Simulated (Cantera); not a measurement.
A perfectly stirred reactor is fed with 11.3 % CH₄, 4.40 % H₂, 17.7 % O₂, 66.6 % N₂, equivalence ratio 1.4, at 1.00 bar; it is adiabatic with a 425 K inlet, and is followed from long to short residence time, starting on the burning branch (τ in s: 0.022, 0.012, 0.0068, 0.0038, 0.0021, 0.0012, 0.00065, 0.00036, 0.0002, 0.00011, 6.1e-05, 3.4e-05, 1.9e-05).

Cantera simulation using GRI-Mech 3.0 (53 species, 325 reactions); the numbers are that mechanism's predictions, not measurements.

x: mole fraction; the columns are a selection and need not sum to one.

```json
[
 {"τ (s)": "0.022", "T (K)": "2080", "x CH₄": "9.61e-5", "x H₂": "0.0657", "x O₂": "0.000217", "x H": "…", "x C₂H": "5.56e-9"},
 {"τ (s)": "0.012", "T (K)": "2074", "x CH₄": "0.000119", "x H₂": "0.0655", "x O₂": "0.000328", "x H": "…", "x C₂H": "9.93e-9"},
 {"τ (s)": "0.0068", "T (K)": "2067", "x CH₄": "0.000151", "x H₂": "0.0654", "x O₂": "0.000485", "x H": "…", "x C₂H": "1.75e-8"},
 {"τ (s)": "0.0038", "T (K)": "2058", "x CH₄": "0.000202", "x H₂": "0.0651", "x O₂": "0.000734", "x H": "…", "x C₂H": "3.24e-8"},
 {"τ (s)": "0.0021", "T (K)": "2048", "x CH₄": "0.000289", "x H₂": "0.0649", "x O₂": "0.00114", "x H": "…", "x C₂H": "6.28e-8"},
 {"τ (s)": "0.0012", "T (K)": "2037", "x CH₄": "0.000428", "x H₂": "0.0645", "x O₂": "0.00176", "x H": "0.00579", "x C₂H": "1.18e-7"},
 {"τ (s)": "0.00065", "T (K)": "2020", "x CH₄": "0.000697", "x H₂": "0.0640", "x O₂": "0.00294", "x H": "0.00616", "x C₂H": "2.31e-7"},
 {"τ (s)": "0.00036", "T (K)": "1993", "x CH₄": "0.00120", "x H₂": "0.0635", "x O₂": "0.00508", "x H": "0.00624", "x C₂H": "4.11e-7"},
 {"τ (s)": "0.00020", "T (K)": "1941", "x CH₄": "0.00247", "x H₂": "0.0630", "x O₂": "0.0100", "x H": "…", "x C₂H": "6.33e-7"},
 {"τ (s)": "0.00011", "T (K)": "425", "x CH₄": "0.113", "x H₂": "0.0440", "x O₂": "0.177", "x H": "<1e-12", "x C₂H": "<1e-12"},
 {"τ (s)": "6.1e-5", "T (K)": "425", "x CH₄": "0.113", "x H₂": "0.0440", "x O₂": "0.177", "x H": "<1e-12", "x C₂H": "<1e-12"},
 {"τ (s)": "3.4e-5", "T (K)": "425", "x CH₄": "0.113", "x H₂": "0.0440", "x O₂": "0.177", "x H": "<1e-12", "x C₂H": "<1e-12"},
 {"τ (s)": "1.9e-5", "T (K)": "425", "x CH₄": "0.113", "x H₂": "0.0440", "x O₂": "0.177", "x H": "<1e-12", "x C₂H": "<1e-12"}
]
```

Problem. Complete the blanks.

Solution. 
- 0.022, x H: 0.00282
- 0.012, x H: 0.00341
- 0.0068, x H: 0.00403
- 0.0038, x H: 0.00468
- 0.0021, x H: 0.00530
- 0.00020, x H: 0.00555
